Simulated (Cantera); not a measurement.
A perfectly stirred reactor is fed with 9.38 % CH₄, 17.1 % O₂, 64.2 % N₂, 9.38 % H₂O, at 6600 Torr; it is adiabatic with a 498 K inlet, and is followed from long to short residence time, starting on the burning branch (τ in s: 0.31, 0.15, 0.068, 0.032, 0.015, 0.0071, 0.0034, 0.0016, 0.00074, 0.00035, 0.00016, 7.8e-05).

Computed with Cantera and GRI-Mech 3.0 (53 species, 325 reactions).

Q: Predict: blow-out, bracketed by the residence times tried; x(CH₄) at τ = 0.310 s; x(O₂) at τ = 0.310 s; x(H₂O) at τ = 0.310 s; x(CH₂O) at τ = 0.310 s; x(C₂H₂) at τ = 0.310 s; x(CH₄) at τ = 3.40 ms; x(O₂) at τ = 3.40 ms; x(H₂O) at τ = 3.40 ms; x(CH₂O) at τ = 3.40 ms; x(C₂H₂) at τ = 3.40 ms.

A: 
| Item | Result |
|---|---|
| blow-out, bracketed by the residence times tried | burning at 78.0 µs, the shortest tried |
| x(CH₄) at τ = 0.310 s | 3.95e-6 |
| x(O₂) at τ = 0.310 s | 6.73e-5 |
| x(H₂O) at τ = 0.310 s | 0.262 |
| x(CH₂O) at τ = 0.310 s | 1.61e-7 |
| x(C₂H₂) at τ = 0.310 s | 3.91e-9 |
| x(CH₄) at τ = 3.40 ms | 7.11e-5 |
| x(O₂) at τ = 3.40 ms | 0.000862 |
| x(H₂O) at τ = 3.40 ms | 0.261 |
| x(CH₂O) at τ = 3.40 ms | 5.70e-6 |
| x(C₂H₂) at τ = 3.40 ms | 1.01e-6 |
